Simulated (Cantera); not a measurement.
A perfectly stirred reactor is fed with CH4 : CO2 : H2 = 1 : 0.61 : 2 (molar parts), at 0.132 atm; it is held at 1775 K, and followed from long to short residence time.

Computed with Cantera and GRI-Mech 3.0 (53 species, 325 reactions). GRI-Mech 3.0 stops at C3 and has no aromatics, soot or wall deposition, so with more carbon than oxygen in the feed, carbon stays in small species such as C2H2 where larger ones or solid carbon would form.

**Question.** What does this change do: pressure from 0.132 atm to 4.44 atm?

**Answer.** 
| quantity | before | after |
|---|---|---|
| x(CH4) at τ = 25.0 s | 0.00512 | 0.0287 |
| x(CO2) at τ = 25.0 s | 0.000905 | 0.000286 |
| x(H2) at τ = 25.0 s | 0.717 | 0.704 |
| x(H2O) at τ = 25.0 s | 0.00981 | 0.00300 |
| x(CH2O) at τ = 25.0 s | 1.89e-8 | 3.19e-7 |
| x(CH4) at τ = 43.0 ms | 0.100 | 0.0699 |
| x(CO2) at τ = 43.0 ms | 0.0530 | 0.0156 |
| x(H2) at τ = 43.0 ms | 0.595 | 0.597 |
| x(H2O) at τ = 43.0 ms | 0.0877 | 0.104 |
| x(CH2O) at τ = 43.0 ms | 3.08e-6 | 7.33e-7 |

**Question.** What does this change do: H2 2 to 6.7 parts?

**Answer.** 
| quantity | before | after |
|---|---|---|
| x(CH4) at τ = 25.0 s | 0.00512 | 0.00402 |
| x(CO2) at τ = 25.0 s | 0.000905 | 0.000369 |
| x(H2) at τ = 25.0 s | 0.717 | 0.848 |
| x(H2O) at τ = 25.0 s | 0.00981 | 0.00917 |
| x(CH2O) at τ = 25.0 s | 1.89e-8 | 1.05e-8 |
| x(CH4) at τ = 43.0 ms | 0.100 | 0.0634 |
| x(CO2) at τ = 43.0 ms | 0.0530 | 0.0210 |
| x(H2) at τ = 43.0 ms | 0.595 | 0.792 |
| x(H2O) at τ = 43.0 ms | 0.0877 | 0.0475 |
| x(CH2O) at τ = 43.0 ms | 3.08e-6 | 6.85e-7 |

**Question.** What does this change do: pressure from 0.132 atm to 0.345 atm?

**Answer.** 
| quantity | before | after |
|---|---|---|
| x(CH4) at τ = 25.0 s | 0.00512 | 0.00546 |
| x(CO2) at τ = 25.0 s | 0.000905 | 0.000630 |
| x(H2) at τ = 25.0 s | 0.717 | 0.719 |
| x(H2O) at τ = 25.0 s | 0.00981 | 0.00684 |
| x(CH2O) at τ = 25.0 s | 1.89e-8 | 2.86e-8 |
| x(CH4) at τ = 43.0 ms | 0.100 | 0.0854 |
| x(CO2) at τ = 43.0 ms | 0.0530 | 0.0363 |
| x(H2) at τ = 43.0 ms | 0.595 | 0.593 |
| x(H2O) at τ = 43.0 ms | 0.0877 | 0.0996 |
| x(CH2O) at τ = 43.0 ms | 3.08e-6 | 1.69e-6 |
